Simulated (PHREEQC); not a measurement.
Brine

A solution holds 1.2 mol/kgw NaBr, 0.051 mol/kgw Na2B4O7 and 2.1 mol/kgw NaCl, at 20 °C. It is in equilibrium with CO2 at log p = -3.5 (atm). Otherwise closed; pH follows from the charge balance.

Computed with PHREEQC (Pitzer model, pitzer.dat).

Precipitation was switched off in this run.

Question: Predict the pH, activity of water.

Answer: pH 8.60; activity of water 0.876.

Question: In which forms is B present?

Answer: B4O5(OH)4-2 36 %, B(OH)3 27 %, B(OH)4- 23 %, B3O3(OH)4- 14 % of the B.

In brines, pH and single-ion activities rest on the MacInnes convention.
